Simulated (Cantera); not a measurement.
## Thermodynamics of metals in furnace atmospheres, feed Fe + CO2 + CO + H2S

Charge: 1 mol Fe, 0.31 mol CO2, 1.5 mol CO, 0.46 mol H2S, held at 0.00370 bar.

These are equilibrium values from Cantera (NASA tables, ideal gas, pure condensed phases), not measurements of a reactor. Candidate condensed phases: C, C6H6, C7H8, C8H18, Fe, Fe(CO)5, FeO, Fe(OH)2, Fe(OH)3, FeS, FeSO4, FeS2, Fe2O3, Fe2(SO4)3, Fe3O4, H2O, H2SO4, S; 127 gas species. Metal and sulfide melt together well below either melting point, which pure phases cannot show. Mutual solubility and eutectic melting of coexisting phases are not modelled. FeS: taken at fixed stoichiometry. Gases not in the tables: S3 to S7. Equilibrium is a limit: real reactors are often held back by kinetics, nucleation or transport.

```
T (K)   x CO   x H2      x Fe   x CO2      x S2   x H2O      x SO       x S       x H     x SO2  n Fe(α)  n FeS(s)  n Fe(γ)  n FeS(l)  n Fe(δ)  n Fe(l)
-----  -----  -----  --------  ------  --------  ------  --------  --------  --------  --------  -------  --------  -------  --------  -------  -------
823    0.671  0.192    <1e-12   0.127  5.86e-12  0.0100    <1e-12    <1e-12  5.29e-11    <1e-12    0.540     0.460        0         0        0        0
923    0.677  0.186    <1e-12   0.120  7.89e-10  0.0162  1.20e-12    <1e-12   1.74e-9  8.28e-12    0.540     0.460        0         0        0        0
1023   0.684  0.180  1.21e-11   0.114   4.12e-8  0.0229  1.40e-10  4.14e-11   2.88e-8  7.01e-10    0.541     0.459        0         0        0        0
1123   0.690  0.173  8.42e-10   0.107   1.11e-6  0.0293   7.02e-9   2.06e-9   2.91e-7   2.66e-8    0.541     0.459        0         0        0        0
1223   0.696  0.166   2.86e-8   0.101   1.76e-5  0.0354   1.84e-7   5.48e-8   2.02e-6   5.45e-7        0     0.458    0.542         0        0        0
1323   0.701  0.161   5.62e-7  0.0958  0.000183  0.0407   2.91e-6   8.83e-7   1.04e-5   6.94e-6        0     0.456    0.544         0        0        0
1423   0.705  0.155   7.20e-6  0.0909   0.00134  0.0453   3.06e-5   9.57e-6   4.30e-5   6.04e-5        0     0.448    0.552         0        0        0
1523   0.705  0.150   6.56e-5  0.0858   0.00609  0.0489  0.000210   6.79e-5  0.000147  0.000347        0         0    0.577     0.423        0        0
1623   0.699  0.144  0.000452  0.0789    0.0200  0.0504   0.00104  0.000354  0.000431   0.00143        0         0    0.649     0.350        0        0
1723   0.673  0.136   0.00247  0.0667    0.0574  0.0473   0.00396   0.00153   0.00111   0.00436        0         0        0     0.139    0.855        0
1823   0.654  0.131    0.0110  0.0544    0.0760  0.0428   0.00888   0.00405   0.00258   0.00753        0         0        0         0        0    0.972
1923   0.637  0.128    0.0400  0.0442    0.0667  0.0382    0.0147   0.00799   0.00554   0.00960        0         0        0         0        0    0.893
2023   0.579  0.116     0.127  0.0325    0.0519  0.0303    0.0206    0.0138    0.0106    0.0101        0         0        0         0        0    0.622
```
x: gas mole fraction; n: condensed amount in mol.

From 823 K to 1123 K the condensed part is Fe(α) + FeS(s). From 1223 K to 1423 K the condensed part is Fe(γ) + FeS(s). From 1523 K to 1623 K the condensed part is Fe(γ) + FeS(l). At 1723 K the condensed part is Fe(δ) + FeS(l). From 1823 K to 2023 K the condensed part is Fe(l).
